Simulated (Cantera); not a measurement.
Mixture: H2 : O2 : N2 = 1 : 0.455 : 1.71 (molar parts), at 405 Torr, adiabatic and at constant volume. Ignition delay is the time to a rise of 400 K.

Cantera simulation using GRI-Mech 3.0 (53 species, 325 reactions); the numbers are that mechanism's predictions, not measurements. Where the delays flatten at high temperature, the 400 K rule measures the pace of heat release, not the induction time.

Question: What does this change do: H2 1 to 1.5 parts?

Answer: 
```csv
quantity,before,after
delay at 973 K,0.500 ms,0.552 ms
delay at 1123 K,0.127 ms,0.135 ms
delay at 1273 K,60.0 µs,62.4 µs
delay at 1423 K,38.0 µs,38.4 µs
delay at 1573 K,30.7 µs,30.0 µs
```

Question: What does this change do: pressure from 405 Torr to 16500 Torr?

Answer: 
```tsv
quantity	before	after
delay at 973 K	0.500 ms	9.47 ms
delay at 1123 K	0.127 ms	0.435 ms
delay at 1273 K	60.0 µs	26.5 µs
delay at 1423 K	38.0 µs	1.48 µs
delay at 1573 K	30.7 µs	0.556 µs
```
The hydrogen kinetics of GRI-Mech 3.0 are dated; newer H2 mechanisms differ, most at raised pressure. The pressure lies above the range GRI-Mech 3.0 was tuned for (to about 10 atm).
